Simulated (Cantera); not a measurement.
Feed: 1 mol Cr, 12 mol N2O, 30 mol H2, held at 75.0 Torr.

Equilibrium computed with Cantera from the NASA thermochemical tables; the gas is ideal and each condensed phase is pure. Candidate condensed phases: Cr, CrN, Cr2N, Cr2O3, H2O; 29 gas species. The numbers say what is thermodynamically allowed, not how fast it happens. All values below are at 1927 °C.

Base state: H2 0.453, N2 0.283, H2O 0.249, H 0.0120, Cr 0.00108, OH 0.000919, CrO 0.000492, CrO2 9.17e-5 (mole fractions); condensed: Cr2O3(s).

**Question.** What changes in the equilibrium state with this change: pressure from 75.0 Torr to 0.450 Torr?

**Answer.** 
```tsv
species	before	after
H2	0.453	0.341
N2	0.283	0.257
H2O	0.249	0.229
H	0.0120	0.134
OH	0.000919	0.0126
Cr	0.00108	0.0128
O2	3.92e-6	0.000973
O	1.69e-5	0.00344
CrO2	9.17e-5	0.00161
NO	3.27e-5	0.000491
Cr2O3(s), mol	0.465	0
```
